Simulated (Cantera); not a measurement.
A Cantera script and what it prints.

```python
import numpy as np
import cantera as ct

gas_names = """
    H HNO HNO2 HNO3 HO2 H2 H2O H2O2 N NH NH2 NH3 NH2OH NO NO2 NO3 N2 N2H2 N2H4 N2O O OH O2 O3 Si SiH
    SiH2 SiH3 SiH4 SiN SiO SiO2 Si2 Si2N Si3
""".split()
cond_names = """
    H2O(s) H2O(L) Si(cr) Si(L) SiO2(Lqz) SiO2(hqz) SiO2(L) Si2N2O(s) Si3N4(a)
""".split()


def load(file, names, dense=False):
    # The tables refer to 1 bar. Condensed volumes are neglected.
    table = {s.name: s for s in ct.Species.list_from_file(file)}
    out = []
    for n in names:
        d = dict(table[n].input_data)
        d["thermo"] = dict(d["thermo"], **{"reference-pressure": 1e5})
        if dense:
            d["equation-of-state"] = {"model": "constant-volume", "density": "1e6 g/cm^3"}
        out.append(ct.Species.from_dict(d))
    return out


gas = ct.Solution(thermo="ideal-gas", species=load("nasa_gas.yaml", gas_names))
cond = {s.name: ct.Solution(thermo="fixed-stoichiometry", species=[s], name=s.name)
        for s in load("nasa_condensed.yaml", cond_names, dense=True)}
atoms = {
    'Si': {'Si': 1},
    'H2O': {'H': 2, 'O': 1},
    'N2': {'N': 2},
}
top_T = {'Si2N2O(s)': 2100, 'Si3N4(a)': 2400}  # K; cautious upper limits of use, not melting points


def equilibrate(T, P, feed):
    n = {}
    for name, mol in feed.items():
        for a, k in atoms[name].items():
            n[a] = n.get(a, 0.0) + k * mol
    gas.TPX = T, P, n
    mass = sum(n.values()) * gas.mean_molecular_weight
    gas.equilibrate("TP")
    valid = [c for c in cond.values() if c.min_temp <= T <= top_T.get(c.name, c.max_temp)]
    mix = ct.Mixture([(gas, mass / gas.mean_molecular_weight)] + [(c, 0.0) for c in valid])
    mix.T, mix.P = T, P
    mix.equilibrate("TP", solver="vcs", rtol=1e-11, max_steps=5000)
    return mix


results = []
feed = {'Si': 1, 'H2O': 0.37, 'N2': 24}  # mol
T = 1123.15  # K
P = 100000  # Pa
mix = equilibrate(T, P, feed)
results.append((T, P, feed, dict(zip(mix.species_names, mix.species_moles))))
print(gas.report(threshold=1e-06))
for i in range(1, mix.n_phases):
    print(f"{mix.phase(i).name:16s} {mix.phase_moles(i):12.5e} mol")
```

It prints:

```
       temperature   1123.2 K
          pressure   1e+05 Pa
           density   0.29566 kg/m^3
  mean mol. weight   27.61 kg/kmol
   phase of matter   gas

                          1 kg             1 kmol
                     ---------------   ---------------
          enthalpy        9.2396e+05        2.5511e+07  J
   internal energy        5.8574e+05        1.6172e+07  J
           entropy              8392        2.3171e+05  J/K
    Gibbs function       -8.5015e+06       -2.3473e+08  J
 heat capacity c_p            1204.3             33252  J/K
 heat capacity c_v            903.21             24938  J/K

                      mass frac. Y      mole frac. X     chem. pot. / RT
                     ---------------   ---------------   ---------------
                H2         0.0011338          0.015528           -21.967
                N2           0.99887           0.98447           -25.186
     [  +33 minor]        3.3215e-07        5.4348e-07

Si(cr)            0.00000e+00 mol
SiO2(hqz)         0.00000e+00 mol
Si2N2O(s)         3.70000e-01 mol
Si3N4(a)          8.66667e-02 mol
```

Cantera equilibrium calculation (NASA polynomials, part measured and part estimated; ideal gas, pure solids and liquids). N2 is the only nitrogen source here; it is nearly inert below about 1500 K, so the nitride shown seldom forms there in practice. Mutual solubility and eutectic melting of coexisting phases are not modelled.
